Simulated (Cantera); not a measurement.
Input: 1 mol Si, 6.3 mol Br2, 5.8 mol H2, held at 1248.15 K and 7.30 mbar.

Equilibrium computed with Cantera from the NASA thermochemical tables; the gas is ideal and each condensed phase is pure. Candidate condensed phases: Br2, Si; 19 gas species. The tables' values for SiBr3 are old estimates; treat these amounts as uncertain. Equilibrium is a limit: real reactors are often held back by kinetics, nucleation or transport.

Base state: HBr 0.778, H2 0.129, SiBr4 0.0811, SiBr2 0.00514, Br 0.00374, SiBr3 0.00280, SiHBr3 0.000287, Br2 2.82e-5 (mole fractions); condensed: gas only.

### Question
What changes in the equilibrium state with this change: Br2 from 6.3 to 3.5 mol?

### Answer
```
species    before    after
-------  --------  -------
H2          0.129    0.446
HBr         0.778    0.438
SiBr4      0.0811   0.0629
SiBr2     0.00514   0.0433
SiH2Br2   4.85e-7  1.41e-5
Br2       2.82e-5  2.59e-6
SiHBr3   0.000287  0.00136
Br        0.00374  0.00113
```

### Question
What changes in the equilibrium state with this change: temperature from 1248.15 K to 598 K?

### Answer
```json
[
 {"species": "HBr", "before": "0.778", "after": "0.775"},
 {"species": "H2", "before": "0.129", "after": "0.135"},
 {"species": "SiBr4", "before": "0.0811", "after": "0.0901"},
 {"species": "SiBr2", "before": "0.00514", "after": "<1e-9"},
 {"species": "Br", "before": "0.00374", "after": "<1e-9"},
 {"species": "SiBr3", "before": "0.00280", "after": "<1e-9"},
 {"species": "Br2", "before": "2.82e-5", "after": "<1e-9"}
]
```
